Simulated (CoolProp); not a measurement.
A simple Rankine cycle with R11: condensing at 320.15 K, boiler at 0.953 MPa, turbine inlet 385.1 K, turbine efficiency 0.6, pump efficiency 0.8, no recuperator. Each further row changes one setting.

The numbers come from the reference Helmholtz-energy equation of state, Jacobsen 1992 in CoolProp.

| case | thermal efficiency (%) | net work (kJ/kg) | heat in (kJ/kg) | turbine exit temperature (K) | volume ratio over the turbine |
|---|---|---|---|---|---|
| as stated | 8.1 | 16.4 | 203 | 342.6 | … |
| turbine inlet 405.1 K | … | 17.8 | 218 | 363.5 | 4.39 |
| condensing temperature 312.15 K | … | … | 210 | 337.1 | … |
| boiler pressure 0.667 MPa | 6.4 | 13.3 | … | 354.8 | 3.05 |
| turbine efficiency 0.5 | … | 13.6 | 203 | 347.1 | … |

**Question.** What belongs in the gaps?

**Answer.** 
- as stated, volume ratio over the turbine: 4.47
- turbine inlet 405.1 K, thermal efficiency (%): 8.2
- condensing temperature 312.15 K, thermal efficiency (%): 9.1
- condensing temperature 312.15 K, net work (kJ/kg): 19.1
- condensing temperature 312.15 K, volume ratio over the turbine: 5.67
- boiler pressure 0.667 MPa, heat in (kJ/kg): 208
- turbine efficiency 0.5, thermal efficiency (%): 6.7
- turbine efficiency 0.5, volume ratio over the turbine: 4.54
